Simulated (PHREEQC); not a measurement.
Na3PO4 is added in steps, without added water, to 1 kg of water holding 0.024 mol/kgw Cu(NO3)2 and 0.0071 mol/kgw HNO3, at 25 °C. O2 is buffered at 0.21 atm. The system is closed to CO2. Only these solids could form: Cu(OH)2, Cu2(OH)3NO3, Cu3(PO4)2:3H2O.

Base run: PHREEQC, ion-association model, wateq4f.dat. Each further column changes one thing. The table gives pH.

| Na3PO4 added (mol) | base | metal-ligand complexes left out | all activity coefficients set to 1 | Davies equation for every ion | Debye-Hückel limiting law |
|---|---|---|---|---|---|
| 0 | 2.23 | 2.23 | 2.15 | 2.25 | 2.29 |
| 0.006917 | 3.85 | 3.85 | 3.54 | 3.87 | 4.02 |
| 0.01729 | 4.38 | 4.38 | 4.09 | 4.40 | 4.52 |
| 0.02421 | 7.84 | 7.85 | 8.02 | 7.84 | 7.75 |
| 0.03458 | 8.03 | 8.04 | 8.23 | 8.03 | 7.91 |
| 0.0415 | 8.09 | 8.11 | 8.31 | 8.10 | 7.94 |
| 0.04842 | 8.14 | 8.15 | 8.36 | 8.14 | 7.96 |
| 0.05879 | 10.47 | 10.43 | 11.10 | 10.51 | 9.92 |
| 0.06571 | 10.90 | 10.85 | 11.56 | 10.95 | 10.28 |
| 0.07608 | 11.15 | 11.11 | 11.85 | 11.23 | 10.43 |
| 0.083 | 11.26 | 11.21 | 11.97 | 11.35 | 10.47 |

H3PO4, which wateq4f.dat lacks, is added to it with the constant of phreeqc.dat. The database has no phosphate complexes of Cu. The database's constant for dissolved Cu(OH)2 is higher than later reviews accept.
